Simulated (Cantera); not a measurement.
## Equilibrium for hydrogen reduction and annealing atmospheres: TiO2 + H2

Charge: 1 mol TiO2, 720 mol H2, at 0.00133 bar.

Method: chemical equilibrium by Gibbs-energy minimisation in Cantera with the NASA 1993 tables (ideal gas, pure condensed phases). Candidate condensed phases: H2O, Ti, TiO, TiO2, Ti2O3, Ti3O5, Ti4O7; 12 gas species. Mutual solubility and eutectic melting of coexisting phases are not modelled. Condensed phases not in the tables: Magnéli phases beyond Ti4O7. The numbers say what is thermodynamically allowed, not how fast it happens.

| T (K) | x H2 | x H | x H2O | x TiO | x TiO2 | x Ti | x OH | n TiO2(rutile) | n Ti4O7(s) | n Ti3O5(s) | n Ti2O3(s) |
|---|---|---|---|---|---|---|---|---|---|---|---|
| 1050 | 1.000 | 2.22e-7 | 0.000158 | <1e-12 | <1e-12 | <1e-12 | <1e-12 | 0.545 | 0.114 | 0 | 0 |
| 1150 | 1.000 | 2.04e-6 | 0.000347 | <1e-12 | <1e-12 | <1e-12 | 4.29e-12 | 0 | 0.250 | 0 | 0 |
| 1250 | 1.000 | 1.32e-5 | 0.000347 | <1e-12 | <1e-12 | <1e-12 | 4.74e-11 | 0 | 0.250 | 0 | 0 |
| 1350 | 0.999 | 6.53e-5 | 0.000463 | 1.96e-12 | 1.58e-12 | <1e-12 | 4.91e-10 | 0 | 0 | 0.333 | 0 |
| 1450 | 0.999 | 0.000259 | 0.000463 | 1.29e-10 | 5.32e-11 | <1e-12 | 2.88e-9 | 0 | 0 | 0.333 | 0 |
| 1550 | 0.999 | 0.000862 | 0.000463 | 4.90e-9 | 1.12e-9 | 1.11e-11 | 1.34e-8 | 0 | 0 | 0.333 | 0 |
| 1650 | 0.997 | 0.00248 | 0.000694 | 8.76e-8 | 1.80e-8 | 2.97e-10 | 7.81e-8 | 0 | 0 | 0 | 0.500 |
| 1750 | 0.993 | 0.00635 | 0.000693 | 1.33e-6 | 1.74e-7 | 9.18e-9 | 2.60e-7 | 0 | 0 | 0 | 0.499 |
| 1850 | 0.985 | 0.0146 | 0.000696 | 1.48e-5 | 1.32e-6 | 1.91e-7 | 7.64e-7 | 0 | 0 | 0 | 0.494 |
| 1950 | 0.968 | 0.0309 | 0.000743 | 0.000123 | 8.27e-6 | 2.59e-6 | 2.15e-6 | 0 | 0 | 0 | 0.451 |
| 2050 | 0.938 | 0.0602 | 0.00103 | 0.000718 | 4.96e-5 | 1.78e-5 | 7.20e-6 | 0 | 0 | 0 | 0.208 |
| 2150 | 0.889 | 0.109 | 0.00125 | 0.00120 | 7.89e-5 | 3.68e-5 | 1.97e-5 | 0 | 0 | 0 | 0 |
x: gas mole fraction; n: condensed amount in mol.

At 1050 K the condensed part is TiO2(rutile) + Ti4O7(s). From 1150 K to 1250 K the condensed part is Ti4O7(s). From 1350 K to 1550 K the condensed part is Ti3O5(s). From 1650 K to 2050 K the condensed part is Ti2O3(s). At 2150 K nothing is condensed.
